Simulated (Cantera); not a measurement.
A closed system holds: 1 mol Si₂H₆, a varied amount of H₂O, 3.3 mol N₂, held at 1548.15 K and 1000 Pa.

Method: chemical equilibrium by Gibbs-energy minimisation in Cantera with the NASA 1993 tables (ideal gas, pure condensed phases). Candidate condensed phases: H₂O, Si, SiO₂, Si₂N₂O, Si₃N₄; 35 gas species. The feed counts by its element totals alone. Mutual solubility and eutectic melting of coexisting phases are not modelled. The tables hold silica as quartz up to 1696 K and as liquid above; real silica turns to tridymite and cristobalite and melts near 1996 K. The numbers say what is thermodynamically allowed, not how fast it happens.

Which condensed phases are stable at each of these points (n(H₂O) (mol)): 1.2, 1.4, 1.8, 2.2, 2.8, 3.4, 4.2, 5.3, 6.5, 8.1, 10, 12, 15?


| n(H₂O) (mol) | condensed phases | Si condensed (%) |
|---|---|---|
| 1.2 | SiO₂(β-quartz) + Si₂N₂O(s) | 98.3 |
| 1.4 | SiO₂(β-quartz) + Si₂N₂O(s) | 98.3 |
| 1.8 | SiO₂(β-quartz) + Si₂N₂O(s) | 98.1 |
| 2.2 | SiO₂(β-quartz) + Si₂N₂O(s) | 97.9 |
| 2.8 | SiO₂(β-quartz) + Si₂N₂O(s) | 97.7 |
| 3.4 | SiO₂(β-quartz) + Si₂N₂O(s) | 97.5 |
| 4.2 | SiO₂(β-quartz) | 100.0 |
| 5.3 | SiO₂(β-quartz) | 100.0 |
| 6.5 | SiO₂(β-quartz) | 100.0 |
| 8.1 | SiO₂(β-quartz) | 100.0 |
| 10 | SiO₂(β-quartz) | 100.0 |
| 12 | SiO₂(β-quartz) | 100.0 |
| 15 | SiO₂(β-quartz) | 100.0 |

From 1.2 mol H₂O to 3.4 mol H₂O the condensed part is SiO₂(β-quartz) + Si₂N₂O(s). From 4.2 mol H₂O to 15 mol H₂O the condensed part is SiO₂(β-quartz).
